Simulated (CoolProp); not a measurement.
Properties of octamethyltrisiloxane (MDM) along the isobar 0.546 MPa (Tc = 565.4 K, pc = 1.438 MPa, ω = 0.528).

Model: reference Helmholtz-energy equation of state, Thol 2017, in CoolProp.

| T (K) | phase | Z | speed of sound (m/s) | Joule-Thomson coefficient (K/MPa) | fugacity coefficient |
|---|---|---|---|---|---|
| 503.1 | liquid | 0.05522 | 270.1 | 0.6262 | 0.7865 |
| 511 | gas | 0.7631 | 101.5 | 20.53 | 0.8128 |
| 518.9 | gas | 0.7820 | 105.3 | 18.41 | 0.8240 |
| 526.8 | gas | 0.7986 | 108.8 | 16.69 | 0.8342 |
| 534.7 | gas | 0.8132 | 111.9 | 15.26 | 0.8437 |
| 542.6 | gas | 0.8263 | 114.7 | 14.04 | 0.8525 |
| 550.5 | gas | 0.8380 | 117.4 | 12.99 | 0.8607 |
| 558.5 | gas | 0.8488 | 119.9 | 12.07 | 0.8684 |
| 566.4 | gas | 0.8584 | 122.2 | 11.27 | 0.8755 |
| 574.3 | gas | 0.8673 | 124.4 | 10.55 | 0.8822 |
